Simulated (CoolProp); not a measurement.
R365MFC along the isobar 14.3 bar: density (kg/m³) from the reference equation and from simpler models built on Tc = 460.0 K, pc = 32.66 bar, ω = 0.377; each cubic takes its own stable root.

Model: reference Helmholtz-energy equation of state, Lemmon 2016, in CoolProp.

```tsv
T (K)	phase	reference
287.9	liquid	1282
299.8	liquid	1257
311.8	liquid	1231
323.7	liquid	1205
335.6	liquid	1177
347.5	liquid	1149
359.4	liquid	1119
371.4	liquid	1086
383.3	liquid	1051
395.2	liquid	1012
407.1	liquid	968.3
419	gas	83.88
431	gas	77.39
442.9	gas	72.59
454.8	gas	68.72
466.7	gas	65.48
```

### Question
How far does each simpler model (van der Waals, Redlich-Kwong, Soave-Redlich-Kwong) lie from the reference over these 16 states: mean and median of the absolute difference, and the worst?

### Answer
- van der Waals: mean 38.9 %, median 39.7 %, worst -91.8 % at 407.1 K and 14.3 bar
- Redlich-Kwong: mean 15.2 %, median 12.6 %, worst -91.2 % at 407.1 K and 14.3 bar
- Soave-Redlich-Kwong: mean 6.5 %, median 7.5 %, worst -12.5 % at 407.1 K and 14.3 bar

At some of these states van der Waals, Redlich-Kwong gives the other phase, because its saturation line lies elsewhere.
